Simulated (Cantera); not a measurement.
A perfectly stirred reactor is fed with H2 : O2 : N2 = 0.72 : 1 : 13 (molar parts), equivalence ratio 0.36, at 0.133 bar; it is held at 1400 K, and followed from long to short residence time.

Computed with Cantera and the H2/O2 subset of GRI-Mech 3.0, which has no nitrogen chemistry. The temperature is held fixed by assumption; the heat of reaction is taken as removed at once.

Q: What does this change do: pressure from 0.133 bar to 1.00 bar?

A: 
```
quantity                 before    after
---------------------  --------  -------
x(H2) at τ = 3.10 s     7.49e-5  1.05e-5
x(O2) at τ = 3.10 s      0.0445   0.0445
x(H) at τ = 3.10 s      2.35e-5  4.31e-7
x(HO2) at τ = 3.10 s    4.75e-7  3.55e-7
x(O) at τ = 3.10 s     0.000119  7.77e-6
x(H2) at τ = 0.120 s   0.000617  8.96e-5
x(O2) at τ = 0.120 s     0.0442   0.0445
x(H) at τ = 0.120 s    0.000579  1.10e-5
x(HO2) at τ = 0.120 s   1.51e-6  2.47e-6
x(O) at τ = 0.120 s     0.00101  6.88e-5
```

Q: What does this change do: temperature 1400 to 1025 K?

A: 
| quantity | before | after |
|---|---|---|
| x(H2) at τ = 3.10 s | 7.49e-5 | 0.000153 |
| x(O2) at τ = 3.10 s | 0.0445 | 0.0446 |
| x(H) at τ = 3.10 s | 2.35e-5 | 9.82e-6 |
| x(HO2) at τ = 3.10 s | 4.75e-7 | 1.96e-6 |
| x(O) at τ = 3.10 s | 0.000119 | 3.37e-5 |
| x(H2) at τ = 0.120 s | 0.000617 | 0.00108 |
| x(O2) at τ = 0.120 s | 0.0442 | 0.0449 |
| x(H) at τ = 0.120 s | 0.000579 | 0.000244 |
| x(HO2) at τ = 0.120 s | 1.51e-6 | 4.09e-6 |
| x(O) at τ = 0.120 s | 0.00101 | 0.000261 |
Radical loss at walls, strong at low pressure, is not modelled.

Q: What does this change do: N2 13 to 3.4 parts?

A: 
```tsv
quantity	before	after
x(H2) at τ = 3.10 s	7.49e-5	8.20e-5
x(O2) at τ = 3.10 s	0.0445	0.134
x(H) at τ = 3.10 s	2.35e-5	1.29e-5
x(HO2) at τ = 3.10 s	4.75e-7	1.05e-6
x(O) at τ = 3.10 s	0.000119	0.000115
x(H2) at τ = 0.120 s	0.000617	0.000707
x(O2) at τ = 0.120 s	0.0442	0.134
x(H) at τ = 0.120 s	0.000579	0.000343
x(HO2) at τ = 0.120 s	1.51e-6	5.03e-6
x(O) at τ = 0.120 s	0.00101	0.00103
```
